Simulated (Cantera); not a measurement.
**N2O furnace oxynitridation**

An isothermal, constant-pressure homogeneous reactor starts with 84.0 % N2O, 16.0 % H2O, at 1498 K and 23.3 Torr.

Model: GRI-Mech 3.0 (53 species, 325 reactions), integrated in Cantera. GRI-Mech 3.0 was tuned for natural gas; its chemistry of N2O as a main component is partial and can be far from experiment. Radical loss at walls, strong at low pressure, is not modelled. The temperature is held fixed by assumption; the heat of reaction is taken as removed at once.

```csv
t (s),x N2O,x H2O,x NO,x NO2,x OH,x H2O2
2.00e-5,0.840,0.160,1.21e-6,<1e-12,1.87e-6,2.95e-12
0.000102,0.840,0.160,2.24e-5,1.36e-10,3.40e-5,1.33e-9
0.000518,0.839,0.159,0.000207,2.66e-7,0.000273,1.36e-7
0.00264,0.831,0.159,0.00121,2.42e-5,0.000545,2.94e-7
0.0134,0.792,0.157,0.00609,0.000254,0.000574,2.08e-7
0.0683,0.631,0.148,0.0264,0.000680,0.000593,8.79e-8
0.347,0.240,0.126,0.0740,0.000390,0.000547,1.81e-8
1.77,0.00565,0.113,0.0986,5.42e-5,0.000396,4.46e-9
9.00,1.74e-6,0.112,0.0987,0.000101,0.000203,2.02e-9
```
x: mole fraction; the columns are a selection and need not sum to one.

Equilibrium at this temperature and pressure: N2O 1.17e-8, H2O 0.112, NO 0.00125, NO2 1.40e-6, OH 0.000212, H2O2 2.21e-9 (gas phase only).
